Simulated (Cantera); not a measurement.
A closed system holds: 1 mol Si, 6.4 mol CO2, 280 mol H2, held at 1723 K.

Cantera equilibrium calculation (NASA polynomials, part measured and part estimated; ideal gas, pure solids and liquids). Candidate condensed phases: C, C6H6, C7H8, C8H18, H2O, Si, SiC, SiO2; 123 gas species. The tables hold silica as quartz up to 1696 K and as liquid above; real silica turns to tridymite and cristobalite and melts near 1996 K. Equilibrium is a limit: real reactors are often held back by kinetics, nucleation or transport.

### Question
At 6.70 mbar, list the 6 most abundant gas species with their mole fractions, and the condensed phases.

### Answer
H2 0.953, CO 0.0221, H2O 0.0186, SiO 0.00347, H 0.00218, CO2 0.000123. Condensed: SiO2(condensed).
